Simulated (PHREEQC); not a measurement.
A made-up water analysis in mg/kgw, 25 °C, pH 1.82, pe 9.1: Na 53; K 99; Ca 247; Mg 15.4; Cl 172; S(6) as SO4 2120; O(0) (dissolved oxygen) 2.59; Zn 0.734; P as PO4 1.92; Si as SiO2 31.2.

Valence states are taken as typed.

All values are PHREEQC results (ion-association model, wateq4f.dat), not measurements.

**Question.** The ionic strength comes out as 0.0486 mol/kgw. What activity coefficients do H+, HSO4-, Na+, KSO4-, SO4-2 get?

**Answer.** H+ 0.86, HSO4- 0.82, Na+ 0.82, KSO4- 0.83, SO4-2 0.47.

This is a speciation only: nothing precipitates in the calculation. Saturation is exceeded, for instance for Quartz (slow to form), Chalcedony (slow to form); the values hold only as long as no solid forms. H3PO4, which wateq4f.dat lacks, is added to it with the constant of phreeqc.dat. The database has no phosphate complexes of Zn.
